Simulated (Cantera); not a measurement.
Ignition delay

Mixture: 10.9 % CH₄, 1.64 % C₂H₆, 18.3 % O₂, 69.1 % N₂, equivalence ratio 1.5, at 0.503 atm, adiabatic and at constant pressure. Ignition delay is the time to a rise of 400 K.

Detailed kinetics in Cantera: GRI-Mech 3.0 (53 species, 325 reactions).

| T0 (K) | delay (ms) |
|---|---|
| 1323 | 1.78 |
| 1373 | 1.11 |
| 1423 | 0.708 |
| 1473 | 0.460 |
| 1523 | 0.306 |
| 1573 | 0.210 |
| 1623 | 0.148 |
| 1673 | 0.108 |
| 1723 | 0.0811 |

- apparent activation energy between 1623 and 1723 K = 140 kJ/mol
